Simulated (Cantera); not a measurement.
An adiabatic, constant-pressure homogeneous reactor starts with H2 : O2 : N2 = 1 : 0.667 : 2.51 (molar parts), equivalence ratio 0.75, at 1225 K and 1900000 Pa.

Model: the H2/O2 subset of GRI-Mech 3.0, which has no nitrogen chemistry, integrated in Cantera. The hydrogen kinetics of GRI-Mech 3.0 are dated; newer H2 mechanisms differ, most at raised pressure. The pressure lies above the range GRI-Mech 3.0 was tuned for (to about 10 atm).

x: mole fraction; the columns are a selection and need not sum to one.

```
t (s)     T (K)     x H2    x O2         x H     x H2O    x H2O2      x O
--------  -----  -------  ------  ----------  --------  --------  -------
6.00e-6    1225    0.239   0.160  (withheld)   7.39e-7   1.41e-7  2.89e-9
1.26e-5    1225    0.239   0.160  (withheld)   2.77e-6   6.79e-7  6.27e-9
2.64e-5    1225    0.239   0.160  (withheld)   1.92e-5   4.77e-6  2.78e-8
5.53e-5    1230    0.239   0.159  (withheld)  0.000571  0.000135  5.64e-7
0.000116   2784  0.00580  0.0429     0.00136     0.255   2.80e-6  0.00243
0.000243   2784  0.00580  0.0429     0.00136     0.255   2.80e-6  0.00243
0.000510   2784  0.00580  0.0429     0.00136     0.255   2.80e-6  0.00243
0.00107    2784  0.00580  0.0429     0.00136     0.255   2.80e-6  0.00243
0.00224    2784  0.00580  0.0429     0.00136     0.255   2.80e-6  0.00243
0.00470    2784  0.00580  0.0429     0.00136     0.255   2.80e-6  0.00243
0.00986    2784  0.00580  0.0429     0.00136     0.255   2.80e-6  0.00243
0.0207     2784  0.00580  0.0429     0.00136     0.255   2.80e-6  0.00243
0.0434     2784  0.00580  0.0429     0.00136     0.255   2.80e-6  0.00243
0.0910     2784  0.00580  0.0429     0.00136     0.255   2.80e-6  0.00243
0.191      2784  0.00580  0.0429     0.00136     0.255   2.80e-6  0.00243
0.400      2784  0.00580  0.0429     0.00136     0.255   2.80e-6  0.00243
```

**Question.** Fill in the missing entries.

**Answer.** 
- 6.00e-6, x H: 1.37e-8
- 1.26e-5, x H: 2.97e-8
- 2.64e-5, x H: 1.31e-7
- 5.53e-5, x H: 2.68e-6
